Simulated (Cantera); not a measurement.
A perfectly stirred reactor is fed with 4.37 % CH4, 6.12 % CO, 16.0 % O2, 59.9 % N2, 13.5 % H2O, 0.140 % CO2, equivalence ratio 0.74, at 11300 Torr; it is adiabatic with a 775 K inlet, and is followed from long to short residence time, starting on the burning branch (τ in s: 0.064, 0.029, 0.013, 0.006, 0.0027, 0.0012, 0.00056, 0.00025, 0.00011, 5.2e-05, 2.3e-05, 1.1e-05, 4.8e-06).

Computed with Cantera and GRI-Mech 3.0 (53 species, 325 reactions). The pressure lies above the range GRI-Mech 3.0 was tuned for (to about 10 atm).

x: mole fraction; the columns are a selection and need not sum to one.

| τ (s) | T (K) | x CH4 | x CO | x O2 | x H | x OH | x C2H | x CH3 |
|---|---|---|---|---|---|---|---|---|
| 0.064 | 2119 | 5.75e-7 | 0.000497 | 0.0421 | 1.32e-5 | 0.00184 | <1e-12 | 2.03e-7 |
| 0.029 | 2119 | (withheld) | 0.000535 | 0.0424 | 1.37e-5 | 0.00186 | <1e-12 | (withheld) |
| 0.013 | 2119 | 2.72e-6 | 0.000616 | 0.0426 | 1.49e-5 | 0.00189 | <1e-12 | 9.68e-7 |
| 0.0060 | 2118 | 5.69e-6 | 0.000778 | 0.0427 | 1.72e-5 | 0.00194 | 2.54e-12 | 2.03e-6 |
| 0.0027 | 2115 | 1.18e-5 | 0.00112 | 0.0429 | 2.24e-5 | 0.00204 | 1.06e-11 | 4.22e-6 |
| 0.0012 | 2109 | 2.37e-5 | 0.00179 | 0.0433 | 3.35e-5 | 0.00221 | 3.98e-11 | 8.49e-6 |
| 0.00056 | 2098 | (withheld) | (withheld) | 0.0439 | (withheld) | (withheld) | 1.21e-10 | (withheld) |
| 0.00025 | 2079 | 8.26e-5 | 0.00504 | 0.0451 | 9.82e-5 | 0.00278 | 3.43e-10 | 2.87e-5 |
| 0.00011 | 2046 | 0.000162 | 0.00887 | 0.0473 | 0.000178 | 0.00308 | 9.05e-10 | 5.30e-5 |
| 5.2e-5 | 1992 | 0.000335 | 0.0154 | 0.0512 | 0.000287 | 0.00306 | 2.14e-9 | 9.75e-5 |
| 2.3e-5 | 775 | 0.0437 | 0.0612 | 0.160 | <1e-12 | <1e-12 | <1e-12 | 7.03e-12 |
| 1.1e-5 | 775 | 0.0437 | 0.0612 | 0.160 | <1e-12 | <1e-12 | <1e-12 | 3.20e-12 |
| 4.8e-6 | 775 | 0.0437 | 0.0612 | 0.160 | <1e-12 | <1e-12 | <1e-12 | 1.25e-12 |

### Question
What belongs in the gaps?

### Answer

- 0.029, x CH4: 1.25e-6
- 0.029, x CH3: 4.42e-7
- 0.00056, x CH4: 4.38e-5
- 0.00056, x CO: 0.00293
- 0.00056, x H: 5.48e-5
- 0.00056, x OH: 0.00246
- 0.00056, x CH3: 1.56e-5
